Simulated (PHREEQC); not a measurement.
A PHREEQC speciation (ion-association model, phreeqc.dat) at 25 °C gives pH 2.80 and these molalities:

```tsv
species	mol/kgw
Zn+2	0.0332
SO4-2	0.0264
ZnSO4	0.0133
Zn(SO4)2-2	0.00747
H+	0.00193
HSO4-	0.00107
Mn+2	0.000214
MnSO4	7.58e-5
```

Problem. What are the element totals, and what could have been dissolved in 1 kg of water to give them?

Solution. This is not unique; one that fits is totals Mn(2) 0.000290, S(6) 0.0558, Zn 0.0540 mol/kgw, from 0.0015 mol/kgw H2SO4, 0.054 mol/kgw ZnSO4 and 0.00029 mol/kgw MnSO4.

No solid was allowed to form. Under pressure, the constants of complexes without a molar volume in the database are unreliable.
